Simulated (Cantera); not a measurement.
Mixture: 30.9 % H2, 14.1 % O2, 52.8 % N2, 2.25 % H2O, at 15000 Torr, adiabatic and at constant pressure. Ignition delay is the time to a rise of 400 K.

Detailed kinetics in Cantera: the H2/O2 subset of GRI-Mech 3.0, which has no nitrogen chemistry. The hydrogen kinetics of GRI-Mech 3.0 are dated; newer H2 mechanisms differ, most at raised pressure. The pressure lies above the range GRI-Mech 3.0 was tuned for (to about 10 atm).

Problem. At T0 = 1375 K, what is the delay, and which 7 reactions control it most (d ln τ / d ln k, from doubling and halving each rate constant)?

Solution. The delay is 4.46 µs.
```
reaction                    d ln τ / d ln k   faster rate
--------------------------  ---------------  ------------
H + O2 <=> O + OH                     -1.93   shortens it
H + O2 + N2 <=> HO2 + N2               0.80  lengthens it
H + O2 + M <=> HO2 + M                 0.79  lengthens it
H + O2 + H2O <=> HO2 + H2O             0.53  lengthens it
H + HO2 <=> 2 OH                      -0.24   shortens it
H + H2O2 <=> H2 + HO2                 -0.22   shortens it
H + O2 + O2 <=> HO2 + O2               0.20  lengthens it
```
